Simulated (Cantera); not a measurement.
Feed: 1 mol trisilylamine, 1.6 mol NH3, at 13.3 mbar.

Equilibrium computed with Cantera from the NASA thermochemical tables; the gas is ideal and each condensed phase is pure. Candidate condensed phases: Si, Si3N4; 18 gas species. The feed counts by its element totals alone. Mutual solubility and eutectic melting of coexisting phases are not modelled. Rates play no part. All values below are at 1500 K.

Base state: H2 0.996, N2 0.00356, H 0.000152 (mole fractions); condensed: Si(s) + Si3N4(s).

Q: What changes in the equilibrium state with this change: NH3 from 1.6 to 12 mol?

A: 
```csv
species,before,after
H2,0.996,0.833
N2,0.00356,0.167
H,0.000152,0.000139
"Si(s), mol",1.09,0
"Si3N4(s), mol",0.638,1.000
```
